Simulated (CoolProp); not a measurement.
Vapour-liquid equilibrium of R134a (1) + R123 (2) at -1.95 °C; x and y are mole fractions of (1).

Computed with CoolProp (multi-fluid Helmholtz-energy mixture model, Tillner-Roth 1994 and Younglove 1994; pair parameters Bell 2016).

| x | bubble pressure, mixture model (bar) | bubble pressure, Raoult's law (bar) | y, mixture model | y, Raoult's law |
|---|---|---|---|---|
| 0.05 | 0.4654 | 0.4198 | 0.384 | 0.325 |
| 0.15 | 0.7851 | 0.6626 | 0.666 | 0.617 |
| 0.25 | 1.080 | 0.9055 | 0.780 | 0.753 |
| 0.35 | 1.346 | 1.148 | 0.841 | 0.831 |
| 0.45 | 1.585 | 1.391 | 0.881 | 0.882 |
| 0.55 | [?] | 1.634 | 0.909 | 0.918 |
| 0.65 | 2.005 | 1.877 | [?] | 0.944 |
| 0.75 | 2.201 | 2.120 | 0.951 | 0.965 |
| 0.85 | [?] | 2.362 | 0.970 | 0.981 |
| 0.95 | 2.613 | 2.605 | [?] | 0.994 |

**Question.** What belongs in the gaps?

**Answer.** 
- 0.55, bubble pressure, mixture model (bar): 1.803
- 0.65, y, mixture model: 0.931
- 0.85, bubble pressure, mixture model (bar): 2.401
- 0.95, y, mixture model: 0.989

The largest gap from Raoult's law is +19.3 % in bubble pressure, at x = 0.25. No azeotrope shows between x = 0.05 and 0.95.

Pair parameters are fitted to limited data, so mixtures are less certain than the pure fluids.
